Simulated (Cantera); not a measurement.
Input: 1 mol Fe(CO)₅, 13 mol H₂, 7 mol CO, held at 4.60 mbar.

These are equilibrium values from Cantera (NASA tables, ideal gas, pure condensed phases), not measurements of a reactor. Candidate condensed phases: C, C₆H₆, C₇H₈, C₈H₁₈, Fe, Fe(CO)₅, FeO, Fe(OH)₂, Fe(OH)₃, Fe₂O₃, Fe₃O₄, H₂O; 114 gas species. Kinetics and transport are ignored.

Question: At 1400 K, list the 3 most abundant gas species with their mole fractions, and the condensed phases.

Answer: H₂ 0.520, CO 0.480, H 5.17e-5. Condensed: Fe(γ).
